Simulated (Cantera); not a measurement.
Input: 1 mol CCl4, 0.33 mol HCl, held at 43.0 mbar.

These are equilibrium values from Cantera (NASA tables, ideal gas, pure condensed phases), not measurements of a reactor. Candidate condensed phases: C, C6H6, C7H8, C8H18; 91 gas species. Kinetics and transport are ignored.

**Question.** What share of the C ends up in condensed phases as a function of T (K), at 2873, 2898, 2923, 2948, 2973, 2998, 3023, 3048, 3073, 3098, 3123, 3148?

**Answer.** 
```
T (K)  C condensed (%)           as
-----  ---------------  -----------
2873              97.2  C(graphite)
2898              96.2  C(graphite)
2923              95.0  C(graphite)
2948              93.4  C(graphite)
2973              91.3  C(graphite)
2998              88.6  C(graphite)
3023              85.1  C(graphite)
3048              80.6  C(graphite)
3073              74.8  C(graphite)
3098              67.4  C(graphite)
3123              57.8  C(graphite)
3148              45.6  C(graphite)
```
